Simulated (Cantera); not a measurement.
An isothermal, constant-pressure homogeneous reactor starts with NH₃ : N₂ = 6.2 : 0.44 (molar parts), at 1975 K and 1400 Pa.

Cantera simulation using the gas-phase N/H chemistry of the illustrative SiF4/NH3 mechanism in the Surface Chemkin manual (1991); the numbers are that mechanism's predictions, not measurements. Walls and surfaces, which speed up NH3 decomposition in real reactors, are not modelled.

x: mole fraction; the columns are a selection and need not sum to one.

```tsv
t (s)	x NH₃	x NH	x H₂	x H	x N₂	x NH₂
4.00e-5	0.934	1.56e-10	3.84e-6	3.68e-7	0.0663	8.04e-6
0.000144	0.934	2.92e-9	1.47e-5	3.69e-7	0.0663	2.98e-5
0.000517	0.934	(withheld)	(withheld)	3.73e-7	0.0663	(withheld)
0.00186	0.933	1.02e-6	0.000208	4.53e-7	0.0663	0.000385
0.00667	0.931	6.78e-6	0.00135	1.69e-6	0.0664	0.00123
0.0240	0.917	1.24e-5	0.0117	9.33e-6	0.0693	0.00170
0.0862	0.866	1.56e-5	0.0514	3.33e-5	0.0808	0.00154
0.310	(withheld)	1.88e-5	(withheld)	(withheld)	(withheld)	(withheld)
1.11	0.389	1.75e-5	0.422	0.000301	0.188	0.000795
4.00	0.0847	1.02e-5	0.658	0.000731	0.257	0.000271
```

Q: Complete the blanks.

A: 
- 0.000517, x NH: 6.32e-8
- 0.000517, x H₂: 5.41e-5
- 0.000517, x NH₂: 0.000108
- 0.310, x NH₃: 0.711
- 0.310, x H₂: 0.172
- 0.310, x H: 0.000106
- 0.310, x N₂: 0.116
- 0.310, x NH₂: 0.00125
